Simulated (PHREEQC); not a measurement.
A solution holds 0.0093 mol HF, 0.00057 mol NaF and 0.00014 mol HCl per kg of water, at 25 °C. Closed to the air; pH follows from the charge balance.

All values are PHREEQC results (ion-association model, wateq4f.dat), not measurements.

```json
{
  "pH": "2.70",
  "ionic_strength": "0.00268 mol/kgw",
  "total_alkalinity": "-9.44 meq/kg"
}
```

| species | molality | activity | log γ |
|---|---|---|---|
| HF | 0.00701 | 0.00701 | 0.000 |
| F- | 0.00247 | 0.00233 | -0.025 |
| H+ | 0.00211 | 0.00200 | -0.023 |
| Na+ | 0.000569 | 0.000538 | -0.025 |
| Cl- | 0.000140 | 0.000132 | -0.025 |
| H2F2 | 0.000128 | 0.000128 | 0.000 |
| HF2- | 6.65e-5 | 6.28e-5 | -0.025 |

No solid was allowed to form.
